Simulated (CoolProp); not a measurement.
Vapour pressure (kPa) of nitrogen: the reference equation beside estimates from Tc = 126.2 K, pc = 3396 kPa, ω = 0.037. Clausius-Clapeyron is anchored at 99.8 K with a constant enthalpy of vaporisation of 4.522 kJ/mol.

The numbers come from the reference Helmholtz-energy equation of state, Span 2000 in CoolProp.

```
T (K)  reference  Lee-Kesler  Clausius-Clapeyron  van der Waals  Redlich-Kwong  Soave-Redlich-Kwong
-----  ---------  ----------  ------------------  -------------  -------------  -------------------
97.4       646.9       647.3               671.1           1101          643.6                651.4
99.8       767.5       767.8               767.5           1234          769.2                774.1
102.2      903.6       903.6               872.3           1377          910.7                912.5
104.6       1056        1056               985.6           1531           1069                 1068
106.9       1219        1218                1102           1688           1238                 1233
109.3       1407        1405                1233           1861              …                 1425
111.7          …           …                1372           2046           1646                 1636
114.1       1845        1842                1520              …           1880                 1868
116.5       2098        2094                1676           2447           2135                 2122
118.8       2363        2360                1835           2655           2400                 2388
121.2       2665        2664                2009           2884           2699                 2688
123.6       2998        2998                2192           3124           3021                 3014
```

Q: What belongs in the gaps?

A: 
- 109.3, Redlich-Kwong: 1432
- 111.7, reference: 1615
- 111.7, Lee-Kesler: 1613
- 114.1, van der Waals: 2241

Absolute difference from the reference over all 12 rows, mean and median: Lee-Kesler 0.1 and 0.1 %, Clausius-Clapeyron 13.5 and 13.7 %, van der Waals 32.4 and 29.5 %, Redlich-Kwong 1.3 and 1.4 %, Soave-Redlich-Kwong 1.0 and 1.1 %.
